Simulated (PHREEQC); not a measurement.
A solution holds 0.0078 mol HNO3, 0.00084 mol KNO3 and 3.4e-05 mol CO2 per kg of water, at 20 °C. Closed to the air; pH follows from the charge balance.

Model: ion-association model, phreeqc.dat, run in PHREEQC.

Each row changes one thing in this solution. Precipitation was switched off in this run.

```tsv
case	pH	HCO3- (mol/kgw)
as made	2.15	2.16e-9
HNO3 left out	…	3.66e-6
KNO3 from 0.00084 to 0.000924 mol/kgw	2.15	2.17e-9
CO2 from 3.4e-05 to 6.8e-06 mol/kgw	2.15	4.33e-10
diluted 10-fold with water	3.12	1.93e-9
temperature from 20 to 40 °C	2.15	2.65e-9
0.00016 mol/kgw CdSO4 added	2.15	…
```

### Question
What belongs in the gaps?

### Answer

- HNO3 left out, pH: 5.45
- 0.00016 mol/kgw CdSO4 added, HCO3- (mol/kgw): 2.19e-9

Away from 25 °C the constants follow the database's enthalpies or fits; those with neither stay at their 25 °C values.
